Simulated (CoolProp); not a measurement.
n-perfluorohexane along the isotherm 73.15 °C: density (kg/m³) from the reference equation and from simpler models built on Tc = 174.9 °C, pc = 1742 kPa, ω = 0.497; each cubic takes its own stable root.

Model: reference Helmholtz-energy equation of state, Gao 2022, in CoolProp.

| p (kPa) | phase | reference |
|---|---|---|
| 58.1 | gas | 7.028 |
| 116 | gas | 14.50 |
| 174 | liquid | 1526 |
| 232 | liquid | 1526 |
| 290 | liquid | 1527 |
| 348 | liquid | 1527 |
| 406 | liquid | 1528 |
| 464 | liquid | 1528 |
| 522 | liquid | 1528 |
| 581 | liquid | 1529 |
| 639 | liquid | 1529 |
| 697 | liquid | 1530 |
| 755 | liquid | 1530 |
| 813 | liquid | 1531 |
| 871 | liquid | 1531 |

How far does each simpler model (van der Waals, Redlich-Kwong, Soave-Redlich-Kwong, Peng-Robinson) lie from the reference over these 15 states: mean and median of the absolute difference, and the worst?


- van der Waals: mean 63.3 %, median 45.0 %, worst -98.6 % at 73.15 °C and 174 kPa
- Redlich-Kwong: mean 33.8 %, median 21.2 %, worst -98.6 % at 73.15 °C and 174 kPa
- Soave-Redlich-Kwong: mean 12.3 %, median 14.1 %, worst -14.4 % at 73.15 °C and 174 kPa
- Peng-Robinson: mean 2.4 %, median 2.7 %, worst -3.0 % at 73.15 °C and 174 kPa

At some of these states van der Waals, Redlich-Kwong gives the other phase, because its saturation line lies elsewhere.
